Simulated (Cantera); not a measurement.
A Cantera script and what it prints.

```python
import numpy as np
import cantera as ct

gas_names = [...]  # 113 gases of nasa_gas.yaml made of C, Cu, H, O
cond_names = """
    C(gr) C6H6(L) C7H8(L) C8H18(L),n-octa Cu(cr) Cu(L) CuO(s) CuO2H2(s) Cu2O(s) Cu2O(L) H2O(s) H2O(L)
""".split()


# ... load() reads the species with a 1 bar reference pressure and builds the phases ...
atoms = {
    'Cu2O': {'Cu': 2, 'O': 1},
    'CO': {'C': 1, 'O': 1},
    'H2': {'H': 2},
    'CH4': {'C': 1, 'H': 4},
}
top_T = {'C(gr)': 4500, 'CuO(s)': 1390}  # K; cautious upper limits of use, not melting points


# ... equilibrate(T, P, feed) seeds the gas with the atoms and calls Mixture.equilibrate('TP', solver="vcs", rtol=1e-11, max_steps=5000) ...
results = []
feed = {'Cu2O': 1, 'CO': 15, 'H2': 4.7, 'CH4': 3.1}  # mol
T = 1350  # K
P = 1000  # Pa
mix = equilibrate(T, P, feed)
results.append((T, P, feed, dict(zip(mix.species_names, mix.species_moles))))
x = sorted(zip(gas.X, gas.species_names), reverse=True)
print(f"T = {T:g} K  P = {P:g} Pa  gas = {mix.phase_moles(0):.4g} mol")
print("   x: " + "  ".join(f"{s} {v:.3e}" for v, s in x if v > 0.0001))
print("   condensed (mol): " + ("  ".join(f"{mix.phase(i).name} {mix.phase_moles(i):.4g}"
      for i in range(1, mix.n_phases) if mix.phase_moles(i) > 1e-12) or "none"))
```

Output:

```
T = 1350 K  P = 1000 Pa  gas = 26.9 mol
   x: CO 5.947e-01  H2 4.052e-01
   condensed (mol): C(gr) 2.1  Cu(cr) 1.999
```

Method: chemical equilibrium by Gibbs-energy minimisation in Cantera with the NASA 1993 tables (ideal gas, pure condensed phases).
